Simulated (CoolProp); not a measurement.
A Linde-Hampson liquefier for normal hydrogen: isothermal reversible compression at 230 K from 1 atm to 40 MPa, throttling to 1 atm, return gas leaving the recuperator 2 K below the feed. Each further row changes one setting.

Model: reference Helmholtz-energy equation of state, Leachman 2009, in CoolProp.

| case | compression work (kJ/kg of gas) |
|---|---|
| as stated | 5950 |
| high pressure 80 MPa | 6920 |
| warm-end temperature 260 K | 6700 |
| warm-end gap 7 K | 5950 |
